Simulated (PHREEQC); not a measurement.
Consider water at 25 °C with 0.0065 mol/kgw NH4HF2, 0.00023 mol/kgw (NH4)2SiF6, 0.034 mol/kgw H3AsO4 and 0.00053 mol/kgw HCl. Closed to the air; pH follows from the charge balance.

Equilibrium calculation in PHREEQC: ion-association model, wateq4f.dat.

No solid was allowed to form.

Problem. Estimate the pH.

Solution. pH 2.09.

Problem. In which forms is As present?

Solution. H3AsO4 59 %, H2AsO4- 41 % of the As.

SiF6-2 is the database's only silicon fluoride.
